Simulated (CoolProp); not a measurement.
Model: reference Helmholtz-energy equation of state, Gao 2020, in CoolProp.

Q: For ammonia, give the phase and the cp (kJ/(kg K)), speed of sound (m/s), Joule-Thomson coefficient (K/MPa), isothermal compressibility (1/MPa) at 480.2 K and 8310 kPa.

A: 
- 480.2 K and 8310 kPa: gas; cp 3.31, speed of sound 497, Joule-Thomson coefficient 5.68, isothermal compressibility 0.144
